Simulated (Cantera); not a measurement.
Feed: 1 mol Ti, 3.3 mol H2O, a varied amount of H2, equilibrated at 2023 K and 0.120 bar.

Method: chemical equilibrium by Gibbs-energy minimisation in Cantera with the NASA 1993 tables (ideal gas, pure condensed phases). Candidate condensed phases: H2O, Ti, TiO, TiO2, Ti2O3, Ti3O5, Ti4O7; 12 gas species. Condensed phases not in the tables: Magnéli phases beyond Ti4O7. Rates play no part.

x: gas mole fraction; n: condensed amount in mol.

```
n(H2) (mol)   x H2    x H2O      x H     x OH    x TiO   x TiO2      x O  n Ti4O7(l)  n Ti3O5(s)
-----------  -----  -------  -------  -------  -------  -------  -------  ----------  ----------
23           0.936   0.0587  0.00530  3.47e-5  3.77e-7  1.63e-6  1.43e-7       0.250           0
74           0.974        …  0.00541        …        …        …        …           0       0.333
130          0.982        …  0.00543        …        …        …        …           0       0.333
180          0.986  0.00888  0.00544  5.11e-6  1.45e-6  8.95e-7  2.05e-8           0       0.333
230          0.988  0.00698  0.00545  4.01e-6  1.70e-6  8.26e-7  1.61e-8           0       0.333
280          0.989  0.00575  0.00545  3.30e-6  1.94e-6  7.73e-7  1.32e-8           0       0.333
330          0.990  0.00489  0.00545  2.80e-6  2.16e-6  7.32e-7  1.12e-8           0       0.333
```

Problem. Complete the blanks.

Solution. 
- 130, x H2O: 0.0122
- 130, x OH: 7.04e-6
- 130, x TiO: 1.17e-6
- 130, x TiO2: 9.97e-7
- 130, x O: 2.83e-8
- 74, x H2O: 0.0211
- 74, x OH: 1.22e-5
- 74, x TiO: 8.06e-7
- 74, x TiO2: 1.20e-6
- 74, x O: 4.92e-8
